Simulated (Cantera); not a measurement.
# Thermodynamics of silicon oxide and oxynitride deposition, feed SiF₄ + NO + N₂

Input: 1 mol SiF₄, 2.6 mol NO, 4.4 mol N₂, held at 13.3 mbar.

Cantera equilibrium calculation (NASA polynomials, part measured and part estimated; ideal gas, pure solids and liquids). Candidate condensed phases: Si, SiO₂, Si₂N₂O, Si₃N₄; 28 gas species. The tables' values for SiF₃ are old estimates; treat these amounts as uncertain. Equilibrium is a limit: real reactors are often held back by kinetics, nucleation or transport.

| T (K) | x N₂ | x O₂ | x SiF₄ | x NO | x O | x F | x SiF₃ | x SiO |
|---|---|---|---|---|---|---|---|---|
| 648 | 0.713 | 0.163 | 0.125 | 6.68e-8 | <1e-12 | <1e-12 | <1e-12 | <1e-12 |
| 798 | 0.712 | 0.162 | 0.125 | 1.62e-6 | <1e-12 | <1e-12 | <1e-12 | <1e-12 |
| 948 | 0.712 | 0.162 | 0.125 | 1.43e-5 | 1.04e-10 | 1.21e-11 | <1e-12 | <1e-12 |
| 1098 | 0.712 | 0.162 | 0.125 | 6.98e-5 | 8.28e-9 | 1.10e-9 | 2.26e-11 | <1e-12 |
| 1248 | 0.712 | 0.162 | 0.125 | 0.000233 | 2.32e-7 | 3.39e-8 | 2.24e-9 | <1e-12 |
| 1398 | 0.712 | 0.162 | 0.125 | 0.000599 | 3.20e-6 | 5.06e-7 | 8.21e-8 | <1e-12 |
| 1548 | 0.712 | 0.162 | 0.125 | 0.00128 | 2.66e-5 | 4.49e-6 | 1.48e-6 | 3.74e-11 |
| 1698 | 0.711 | 0.161 | 0.125 | 0.00240 | 0.000152 | 2.72e-5 | 1.60e-5 | 8.41e-9 |
| 1848 | 0.710 | 0.160 | 0.125 | 0.00404 | 0.000656 | 0.000125 | 0.000115 | 7.37e-7 |
| 1998 | 0.708 | 0.158 | 0.124 | 0.00626 | 0.00227 | 0.000571 | 0.000487 | 1.32e-5 |
x: gas mole fraction; nothing condenses.

From 648 K to 1998 K nothing is condensed. The main Si-bearing gas is SiF₄ throughout.
